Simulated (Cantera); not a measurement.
# Stirred combustor or abatement burner

A perfectly stirred reactor is fed with C2H4 : O2 : N2 : CO2 = 0.6 : 2.5 : 9.4 : 1.1 (molar parts), equivalence ratio 0.72, at 7.30 bar; it is adiabatic with a 600 K inlet, and is followed from long to short residence time, starting on the burning branch (τ in s: 0.033, 0.016, 0.0078, 0.0038, 0.0018, 0.00089, 0.00043, 0.00021, 0.0001, 4.9e-05, 2.4e-05, 1.2e-05, 5.6e-06).

Computed with Cantera and GRI-Mech 3.0 (53 species, 325 reactions). GRI-Mech 3.0 was tuned for natural gas; its chemistry of ethylene as a main component is partial and can be far from experiment.

```csv
τ (s),T (K),x C2H4,x O2,x CO2,x H2,x N2O
0.033,2088,2.03e-6,0.0514,0.168,0.000102,7.53e-7
0.016,2085,3.81e-6,0.0516,0.168,0.000124,8.59e-7
0.0078,2081,6.83e-6,0.0518,0.167,0.000162,1.04e-6
0.0038,2074,1.17e-5,0.0522,0.166,0.000226,1.30e-6
0.0018,2061,1.96e-5,0.0527,0.165,0.000334,1.63e-6
0.00089,2044,3.15e-5,0.0536,0.163,0.000487,1.89e-6
0.00043,2018,5.10e-5,0.0549,0.159,0.000714,2.02e-6
0.00021,1983,8.33e-5,0.0567,0.155,0.00102,1.98e-6
0.00010,1934,0.000144,0.0595,0.149,0.00143,1.79e-6
4.9e-5,1869,0.000263,0.0635,0.141,0.00194,1.53e-6
2.4e-5,1775,0.000584,0.0703,0.129,0.00267,1.15e-6
1.2e-5,600,0.0441,0.184,0.0809,<1e-12,<1e-12
5.6e-6,600,0.0441,0.184,0.0809,<1e-12,<1e-12
```
x: mole fraction; the columns are a selection and need not sum to one.
